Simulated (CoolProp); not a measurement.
Vapour pressure (kPa) of dodecamethylpentasiloxane (MD3M): the reference equation beside estimates from Tc = 628.0 K, pc = 954.0 kPa, ω = 0.730. Clausius-Clapeyron is anchored at 429.7 K with a constant enthalpy of vaporisation of 52.10 kJ/mol.

Computed with CoolProp (reference Helmholtz-energy equation of state, Thol 2019).

```
T (K)  reference  Lee-Kesler  Clausius-Clapeyron  van der Waals  Redlich-Kwong  Soave-Redlich-Kwong  Peng-Robinson
-----  ---------  ----------  ------------------  -------------  -------------  -------------------  -------------
376.6      1.388       1.449               1.628          82.62          19.42                1.432          1.613
387.2      2.308       2.380               2.567          96.80          25.85                2.360          2.615
397.9      3.718       3.796               3.967          112.7          33.85                3.775          4.120
408.5      5.767       5.845               5.969          130.1          43.48                5.826          6.277
419.1      8.683       8.749               8.799          149.2          55.00                8.742          9.308
429.7      12.72       12.76               12.72          170.1          68.62                12.78          13.47
440.3      18.19       18.19               18.08          192.8          84.54                18.26          19.06
450.9      25.43       25.37               25.26          217.4          103.0                25.52          26.41
461.5      34.83       34.68               34.76          243.9          124.1                34.97          35.93
472.1      46.83       46.57               47.14          272.5          148.1                47.07          48.05
482.7      61.90       61.50               63.10          303.1          175.3                62.32          63.26
493.3      80.56       79.99               83.40          335.9          205.7                81.25          82.08
503.9      103.4       102.6               108.9          370.8          239.6                104.5          105.1
```

Absolute difference from the reference over all 13 rows, mean and median: Lee-Kesler 1.2 and 0.7 %, Clausius-Clapeyron 4.1 and 1.9 %, van der Waals 1665.5 and 959.9 %, Redlich-Kwong 489.9 and 364.8 %, Soave-Redlich-Kwong 1.0 and 0.7 %, Peng-Robinson 6.3 and 4.8 %.
